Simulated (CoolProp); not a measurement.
Properties of CH3F (R41) along the isotherm 170.7 K (Tc = 317.3 K, pc = 5.906 MPa, ω = 0.200).

Computed with CoolProp (reference Helmholtz-energy equation of state, Lemmon 2006). It is a short technical equation, of lower accuracy than the large ones.

```json
[
 {"p (MPa)": "4.92", "phase": "liquid", "density (kg/m³)": "934.6", "cp (kJ/(kg K))": "2.046", "cv (kJ/(kg K))": "1.341", "Joule-Thomson coefficient (K/MPa)": "-0.3422", "fugacity coefficient": "0.004924"},
 {"p (MPa)": "9.84", "phase": "liquid", "density (kg/m³)": "939.3", "cp (kJ/(kg K))": "2.036", "cv (kJ/(kg K))": "1.341", "Joule-Thomson coefficient (K/MPa)": "-0.3478", "fugacity coefficient": "0.002792"},
 {"p (MPa)": "14.8", "phase": "liquid", "density (kg/m³)": "943.9", "cp (kJ/(kg K))": "2.026", "cv (kJ/(kg K))": "1.341", "Joule-Thomson coefficient (K/MPa)": "-0.3528", "fugacity coefficient": "0.002107"},
 {"p (MPa)": "19.7", "phase": "liquid", "density (kg/m³)": "948.3", "cp (kJ/(kg K))": "2.018", "cv (kJ/(kg K))": "1.342", "Joule-Thomson coefficient (K/MPa)": "-0.3572", "fugacity coefficient": "0.001792"},
 {"p (MPa)": "24.6", "phase": "liquid", "density (kg/m³)": "952.4", "cp (kJ/(kg K))": "2.010", "cv (kJ/(kg K))": "1.343", "Joule-Thomson coefficient (K/MPa)": "-0.3612", "fugacity coefficient": "0.001624"},
 {"p (MPa)": "29.5", "phase": "liquid", "density (kg/m³)": "956.5", "cp (kJ/(kg K))": "2.003", "cv (kJ/(kg K))": "1.344", "Joule-Thomson coefficient (K/MPa)": "-0.3648", "fugacity coefficient": "0.001531"},
 {"p (MPa)": "34.5", "phase": "liquid", "density (kg/m³)": "960.4", "cp (kJ/(kg K))": "1.996", "cv (kJ/(kg K))": "1.345", "Joule-Thomson coefficient (K/MPa)": "-0.3681", "fugacity coefficient": "0.001484"},
 {"p (MPa)": "39.4", "phase": "liquid", "density (kg/m³)": "964.2", "cp (kJ/(kg K))": "1.990", "cv (kJ/(kg K))": "1.346", "Joule-Thomson coefficient (K/MPa)": "-0.3711", "fugacity coefficient": "0.001468"},
 {"p (MPa)": "44.3", "phase": "liquid", "density (kg/m³)": "967.8", "cp (kJ/(kg K))": "1.985", "cv (kJ/(kg K))": "1.347", "Joule-Thomson coefficient (K/MPa)": "-0.3738", "fugacity coefficient": "0.001475"},
 {"p (MPa)": "49.2", "phase": "liquid", "density (kg/m³)": "971.3", "cp (kJ/(kg K))": "1.980", "cv (kJ/(kg K))": "1.348", "Joule-Thomson coefficient (K/MPa)": "-0.3763", "fugacity coefficient": "0.001499"},
 {"p (MPa)": "54.1", "phase": "liquid", "density (kg/m³)": "974.7", "cp (kJ/(kg K))": "1.975", "cv (kJ/(kg K))": "1.350", "Joule-Thomson coefficient (K/MPa)": "-0.3786", "fugacity coefficient": "0.001538"},
 {"p (MPa)": "59.1", "phase": "liquid", "density (kg/m³)": "978.1", "cp (kJ/(kg K))": "1.971", "cv (kJ/(kg K))": "1.351", "Joule-Thomson coefficient (K/MPa)": "-0.3808", "fugacity coefficient": "0.001592"}
]
```
